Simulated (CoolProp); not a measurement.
Properties of R134a at several states.

Computed with CoolProp (reference Helmholtz-energy equation of state, Tillner-Roth 1994).

```tsv
T (K)	p (MPa)	phase	isothermal compressibility (1/MPa)	viscosity (µPa s)	fugacity coefficient
301.8	0.0907	gas	11.22	12.0	0.9828
352.1	1.55	gas	0.8359	14.2	0.8345
396.6	0.322	gas	3.180	15.6	0.9774
```

Viscosity comes from a separate model (Huber 2003), an estimate that may be off by 10 % or more.
